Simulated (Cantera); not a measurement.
Cantera run, input and output.

```python
import numpy as np
import cantera as ct

gas = ct.Solution("gri30.yaml")
gas.TPX = 675, 61000, {'CH4': 0.8, 'O2': 1.82, 'N2': 5.09}
flame = ct.FreeFlame(gas, width=0.057)
flame.set_refine_criteria(ratio=3, slope=0.08, curve=0.16)
flame.transport_model = "mixture-averaged"
flame.solve(loglevel=0, auto=True)
z, T = flame.grid, flame.T
thick = (T[-1] - T[0]) / np.gradient(T, z).max()
show = ['CH4', 'O2', 'C2H6', 'H2O2', 'HO2', 'H2O']
print(f"laminar burning velocity  {flame.velocity[0] * 100:.3f} cm/s")
print(f"burnt temperature         {T[-1]:.1f} K")
print(f"thermal thickness         {thick * 1e3:.4f} mm")
print(f"grid points               {len(z)}")
z0 = z[flame.heat_release_rate.argmax()]
print(f"{'z/mm':>9s}{'T/K':>9s}{'u/(m/s)':>9s}" + "".join(f"{s:>11s}" for s in show))
rows = []
for k in (-3, -2, -1.5, -1, -0.5, -0.25, 0, 0.25, 0.5, 1, 2, 4, 8):
    zz = z0 + k * thick
    rows.append([k * thick, np.interp(zz, z, T), np.interp(zz, z, flame.velocity),
                 *(np.interp(zz, z, flame.X[gas.species_index(s)]) for s in show)])
    print(f"{rows[-1][0] * 1e3:9.3f}{rows[-1][1]:9.1f}{rows[-1][2]:9.3f}" + "".join(f"{x:11.3e}" for x in rows[-1][3:]))
```

It prints:

```
laminar burning velocity  246.569 cm/s
burnt temperature         2486.7 K
thermal thickness         0.3788 mm
grid points               165
     z/mm      T/K  u/(m/s)        CH4         O2       C2H6       H2O2        HO2        H2O
   -1.137    675.0    2.467  1.037e-01  2.359e-01  1.263e-08  3.095e-09  1.721e-07  1.127e-05
   -0.758    675.7    2.473  1.035e-01  2.355e-01  4.160e-07  5.961e-08  3.106e-06  1.527e-04
   -0.568    679.2    2.492  1.029e-01  2.348e-01  3.755e-06  3.572e-07  1.659e-05  7.705e-04
   -0.379    714.7    2.637  9.980e-02  2.313e-01  6.484e-05  2.332e-06  7.895e-05  5.763e-03
   -0.189   1041.2    3.905  7.580e-02  2.034e-01  9.100e-04  7.535e-06  1.431e-04  4.374e-02
   -0.095   1449.5    5.515  4.337e-02  1.602e-01  8.754e-04  6.680e-06  2.609e-04  8.989e-02
    0.000   1851.7    7.133  1.222e-02  1.072e-01  9.347e-05  1.991e-06  1.997e-04  1.371e-01
    0.095   2034.4    7.869  1.402e-03  7.259e-02  8.922e-07  5.138e-07  4.054e-05  1.612e-01
    0.189   2079.5    8.032  8.667e-05  5.816e-02  2.231e-09  2.376e-07  9.625e-06  1.674e-01
    0.379   2117.3    8.134  3.188e-07  5.011e-02  4.650e-14  2.075e-07  6.515e-06  1.676e-01
    0.758   2168.9    8.285  3.182e-11  4.646e-02  1.677e-20  1.825e-07  5.615e-06  1.679e-01
    1.515   2239.3    8.508  2.183e-16  4.415e-02  8.350e-27  1.568e-07  4.739e-06  1.718e-01
    3.031   2326.3    8.785  4.421e-17  4.168e-02  9.821e-30  1.407e-07  4.089e-06  1.777e-01
```

Cantera simulation using GRI-Mech 3.0 (53 species, 325 reactions); the numbers are that mechanism's predictions, not measurements. Burning velocities carry a grid error of a few per cent, more on coarse grids.
